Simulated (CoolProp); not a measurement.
Computed with CoolProp (reference Helmholtz-energy equation of state, Lemmon 2005). It is a short technical equation, of lower accuracy than the large ones.

Question: Give the vapour pressure (kPa), liquid density (kg/m³), enthalpy of vaporisation (kJ/kg), vapour Z of saturated 1-butene at 290 K.

Answer: 
| T (K) | p (kPa) | liquid density (kg/m³) | enthalpy of vaporisation (kJ/kg) | vapour Z |
|---|---|---|---|---|
| 290 | 230 | 598 | 369 | 0.927 |
